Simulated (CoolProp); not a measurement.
Dimethyl carbonate along the isobar 862 kPa: Z from the reference equation and from simpler models built on Tc = 557.0 K, pc = 4909 kPa, ω = 0.346; each cubic takes its own stable root.

Computed with CoolProp (reference Helmholtz-energy equation of state, Zhou 2011).

```
T (K)   phase  reference  van der Waals  Redlich-Kwong  Soave-Redlich-Kwong  Peng-Robinson
-----  ------  ---------  -------------  -------------  -------------------  -------------
418    liquid    0.02504         0.8856        0.02996              0.02817        0.02486
427    liquid    0.02493         0.8918         0.8574              0.02812        0.02481
436.1  liquid    0.02484         0.8976         0.8668              0.02814        0.02481
445.1  liquid    0.02480         0.9029         0.8752              0.02822        0.02487
454.1     gas     0.8685         0.9078         0.8828               0.8687         0.8608
463.1     gas     0.8780         0.9123         0.8899               0.8777         0.8699
472.2     gas     0.8866         0.9166         0.8964               0.8860         0.8783
481.2     gas     0.8942         0.9206         0.9023               0.8935         0.8860
490.2     gas     0.9011         0.9242         0.9077               0.9004         0.8930
499.2     gas     0.9074         0.9277         0.9128               0.9068         0.8994
508.3     gas     0.9131         0.9310         0.9175               0.9127         0.9055
517.3     gas     0.9184         0.9340         0.9218               0.9181         0.9110
526.3     gas     0.9232         0.9369         0.9259               0.9231         0.9161
535.3     gas     0.9276         0.9395         0.9296               0.9278         0.9209
544.4     gas     0.9318         0.9421         0.9332               0.9322         0.9254
```

At some of these states van der Waals, Redlich-Kwong gives the other phase, because its saturation line lies elsewhere.
